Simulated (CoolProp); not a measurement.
Tetradecamethylhexasiloxane (MD4M) along the isotherm 620 K: fugacity coefficient from the reference equation and from simpler models built on Tc = 653.2 K, pc = 828.6 kPa, ω = 0.800; each cubic takes its own stable root.

Model: reference Helmholtz-energy equation of state, Thol 2019, in CoolProp.

```tsv
p (kPa)	phase	reference
26.2	gas	0.9846
53.8	gas	0.9684
110	gas	0.9358
227	gas	0.8689
466	gas	0.7340
957	liquid	0.4058
1960	liquid	0.2349
4030	liquid	0.1591
8290	liquid	0.1464
```

Question: How far does each simpler model (Soave-Redlich-Kwong, Peng-Robinson) lie from the reference over these 9 states: mean and median of the absolute difference, and the worst?

Answer: 
- Soave-Redlich-Kwong: mean 6.3 %, median 4.4 %, worst +17.9 % at 620 K and 8290 kPa
- Peng-Robinson: mean 1.6 %, median 0.8 %, worst +3.8 % at 620 K and 1960 kPa
